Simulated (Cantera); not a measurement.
Input (Python, Cantera) and output of one run.

```python
import numpy as np
import cantera as ct

gas_names = """
    B BCL BCL2 BCL3 BO BOCL BO2 B2 B2O B2O2 B2O3 B3O3CL3 CL CLO CL2 O O2 O3
""".split()
cond_names = """
    B(b) B(L) B2O3(L)
""".split()


# ... load() reads the species with a 1 bar reference pressure and builds the phases ...
atoms = {
    'B2O3': {'B': 2, 'O': 3},
    'Cl2': {'CL': 2},
    'O2': {'O': 2},
}
top_T = {}  # K; cautious upper limits of use, not melting points


# ... equilibrate(T, P, feed) seeds the gas with the atoms and calls Mixture.equilibrate('TP', solver="vcs", rtol=1e-11, max_steps=5000) ...
results = []
feed = {'B2O3': 1, 'Cl2': 6.8, 'O2': 3.2}  # mol
P = 44  # Pa
for T in [1223, 1248, 1273, 1298, 1323, 1348, 1373, 1398, 1423, 1448, 1473, 1498, 1523, 1548]:
    mix = equilibrate(T, P, feed)
    results.append((T, P, feed, dict(zip(mix.species_names, mix.species_moles))))
    x = sorted(zip(gas.X, gas.species_names), reverse=True)
    print(f"T = {T:g} K  P = {P:g} Pa  gas = {mix.phase_moles(0):.4g} mol")
    print("   x: " + "  ".join(f"{s} {v:.3e}" for v, s in x if v > 1e-06))
    print("   condensed (mol): " + ("  ".join(f"{mix.phase(i).name} {mix.phase_moles(i):.4g}"
          for i in range(1, mix.n_phases) if mix.phase_moles(i) > 1e-12) or "none"))
```

Result:

```
T = 1223 K  P = 44 Pa  gas = 11.13 mol
   x: CL2 5.089e-01  O2 2.874e-01  CL 2.034e-01  BOCL 1.505e-04  CLO 8.618e-05  B2O3 4.371e-05  BO2 6.686e-06  BCL3 4.465e-06  B3O3CL3 1.270e-06  O 1.033e-06
   condensed (mol): B2O3(L) 0.9986
T = 1248 K  P = 44 Pa  gas = 11.43 mol
   x: CL2 4.696e-01  O2 2.799e-01  CL 2.501e-01  BOCL 2.614e-04  CLO 9.987e-05  B2O3 9.433e-05  BO2 1.274e-05  BCL3 6.127e-06  B3O3CL3 1.785e-06  O 1.679e-06
   condensed (mol): B2O3(L) 0.9973
T = 1273 K  P = 44 Pa  gas = 11.78 mol
   x: CL2 4.258e-01  CL 3.018e-01  O2 2.716e-01  BOCL 4.398e-04  B2O3 1.972e-04  CLO 1.136e-04  BO2 2.364e-05  BCL3 8.077e-06  O 2.672e-06  B3O3CL3 2.407e-06
   condensed (mol): B2O3(L) 0.9949
T = 1298 K  P = 44 Pa  gas = 12.19 mol
   x: CL2 3.786e-01  CL 3.575e-01  O2 2.626e-01  BOCL 7.173e-04  B2O3 4.003e-04  CLO 1.268e-04  BO2 4.274e-05  BCL3 1.020e-05  O 4.168e-06  B3O3CL3 3.105e-06
   condensed (mol): B2O3(L) 0.9904
T = 1323 K  P = 44 Pa  gas = 12.65 mol
   x: CL 4.152e-01  CL2 3.294e-01  O2 2.532e-01  BOCL 1.134e-03  B2O3 7.899e-04  CLO 1.389e-04  BO2 7.544e-05  BCL3 1.230e-05  O 6.382e-06  B3O3CL3 3.821e-06
   condensed (mol): B2O3(L) 0.9822
T = 1348 K  P = 44 Pa  gas = 13.15 mol
   x: CL 4.729e-01  CL2 2.798e-01  O2 2.437e-01  BOCL 1.737e-03  B2O3 1.518e-03  CLO 1.491e-04  BO2 1.302e-04  BCL3 1.414e-05  O 9.604e-06  B3O3CL3 4.473e-06
   condensed (mol): B2O3(L) 0.9676
T = 1373 K  P = 44 Pa  gas = 13.68 mol
   x: CL 5.278e-01  O2 2.345e-01  CL2 2.319e-01  B2O3 2.845e-03  BOCL 2.579e-03  BO2 2.201e-04  CLO 1.571e-04  BCL3 1.545e-05  O 1.423e-05  B3O3CL3 4.974e-06
   condensed (mol): B2O3(L) 0.9417
T = 1398 K  P = 44 Pa  gas = 14.23 mol
   x: CL 5.775e-01  O2 2.257e-01  CL2 1.873e-01  B2O3 5.209e-03  BOCL 3.714e-03  BO2 3.648e-04  CLO 1.626e-04  O 2.078e-05  BCL3 1.603e-05  B3O3CL3 5.248e-06
   condensed (mol): B2O3(L) 0.8967
T = 1423 K  P = 44 Pa  gas = 14.78 mol
   x: CL 6.196e-01  O2 2.175e-01  CL2 1.475e-01  B2O3 9.325e-03  BOCL 5.192e-03  BO2 5.937e-04  CLO 1.652e-04  O 2.994e-05  BCL3 1.581e-05  B3O3CL3 5.255e-06
   condensed (mol): B2O3(L) 0.8192
T = 1448 K  P = 44 Pa  gas = 15.35 mol
   x: CL 6.523e-01  O2 2.099e-01  CL2 1.132e-01  B2O3 1.634e-02  BOCL 7.051e-03  BO2 9.496e-04  CLO 1.651e-04  O 4.261e-05  BCL3 1.482e-05  B3O3CL3 5.000e-06
   condensed (mol): B2O3(L) 0.6875
T = 1473 K  P = 44 Pa  gas = 15.95 mol
   x: CL 6.737e-01  O2 2.025e-01  CL2 8.471e-02  B2O3 2.808e-02  BOCL 9.312e-03  BO2 1.494e-03  CLO 1.619e-04  O 5.987e-05  BCL3 1.323e-05  B3O3CL3 4.525e-06
   condensed (mol): B2O3(L) 0.4658
T = 1498 K  P = 44 Pa  gas = 16.64 mol
   x: CL 6.819e-01  O2 1.946e-01  CL2 6.159e-02  B2O3 4.732e-02  BOCL 1.196e-02  BO2 2.310e-03  CLO 1.556e-04  O 8.299e-05  BCL3 1.123e-05  B3O3CL3 3.890e-06
   condensed (mol): B2O3(L) 0.0936
T = 1523 K  P = 44 Pa  gas = 16.98 mol
   x: CL 6.964e-01  O2 1.907e-01  B2O3 5.128e-02  CL2 4.608e-02  BOCL 1.238e-02  BO2 2.861e-03  CLO 1.524e-04  O 1.149e-04  BCL3 7.854e-06  B3O3CL3 1.803e-06
   condensed (mol): none
T = 1548 K  P = 44 Pa  gas = 17.17 mol
   x: CL 7.104e-01  O2 1.885e-01  B2O3 5.048e-02  CL2 3.477e-02  BOCL 1.218e-02  BO2 3.365e-03  O 1.579e-04  CLO 1.499e-04  BCL3 5.268e-06
   condensed (mol): none
```

Method: chemical equilibrium by Gibbs-energy minimisation in Cantera with the NASA 1993 tables (ideal gas, pure condensed phases). The tables' values for BOCl are old estimates; treat these amounts as uncertain.
